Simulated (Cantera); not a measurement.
**Pb + O₂ + N₂ (iron carbonyl, mercury and lead vapours)**

Charge: 1 mol Pb, 0.13 mol O₂, 8.3 mol N₂, held at 1475 K and 7.50 Torr.

Method: chemical equilibrium by Gibbs-energy minimisation in Cantera with the NASA 1993 tables (ideal gas, pure condensed phases). Candidate condensed phases: Pb, PbO, PbO₂, Pb₃O₄; 12 gas species. Gases not in the tables: (PbO)n polymers. Equilibrium is a limit: real reactors are often held back by kinetics, nucleation or transport.

```yaml
x(N₂): 0.892
x(Pb): 0.0800
x(PbO): 0.0275
x(O₂): 0.000205
x(NO): 3.59e-5
x(Pb₂): 1.19e-6
gas_amount: 9.302 mol
log10 activity of Pb(l) (absent): -1.38
```
